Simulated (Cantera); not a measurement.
Input: 1 mol Si, a varied amount of Br₂, 14 mol H₂, at 1525 K and 13.3 mbar.

These are equilibrium values from Cantera (NASA tables, ideal gas, pure condensed phases), not measurements of a reactor. Candidate condensed phases: Br₂, Si; 19 gas species. Rates play no part.

**Question.** Which condensed phases are stable at each of these points (n(Br₂) (mol)): 0.76, 1.4, 2.1, 2.8, 3.4, 4.1, 4.8, 5.4, 6.1, 6.7?

**Answer.** 
| n(Br₂) (mol) | condensed phases | Si condensed (%) |
|---|---|---|
| 0.76 | Si(s) | 78.6 |
| 1.4 | Si(s) | 45.9 |
| 2.1 | Si(s) | 3.6 |
| 2.8 | gas only | 0.0 |
| 3.4 | gas only | 0.0 |
| 4.1 | gas only | 0.0 |
| 4.8 | gas only | 0.0 |
| 5.4 | gas only | 0.0 |
| 6.1 | gas only | 0.0 |
| 6.7 | gas only | 0.0 |

From 0.76 mol Br₂ to 2.1 mol Br₂ the condensed part is Si(s). From 2.8 mol Br₂ to 6.7 mol Br₂ nothing is condensed.
